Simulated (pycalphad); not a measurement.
**Effect of Si content in Al-Si-Mg**

Source of the numbers: pycalphad with the COST 507 light-alloy database (1999); pressure 1 atm. The data set is of 1999 and partly superseded. Amounts are mole fractions of atoms.

```csv
alloy,liquidus (K),first solid,solidus (K),phases at 500 K
Al-1.987Si-0.3061Mg (wt.%),920,fcc,841,"fcc 0.98, diamond (Si) 0.02, MG2SI under 0.01"
Al-5.942Si-0.3057Mg (wt.%),896,fcc,841,"fcc 0.94, diamond (Si) 0.06, MG2SI under 0.01"
Al-7.91Si-0.3054Mg (wt.%),882,fcc,841,"fcc 0.92, diamond (Si) 0.07, MG2SI under 0.01"
Al-11.85Si-0.3049Mg (wt.%),854,fcc,840,"fcc 0.88, diamond (Si) 0.11, MG2SI under 0.01"
Al-23.58Si-0.3035Mg (wt.%),?,?,?,?
```

Problem. Fill in the missing entries.

Solution. 
- Al-23.58Si-0.3035Mg (wt.%), liquidus (K): 1009
- Al-23.58Si-0.3035Mg (wt.%), first solid: diamond (Si)
- Al-23.58Si-0.3035Mg (wt.%), solidus (K): 839
- Al-23.58Si-0.3035Mg (wt.%), phases at 500 K: fcc 0.77, diamond (Si) 0.23, MG2SI under 0.01

Database names, with the compositions (at.%) that they take in these runs: MG2SI: Mg 67 Si 33.
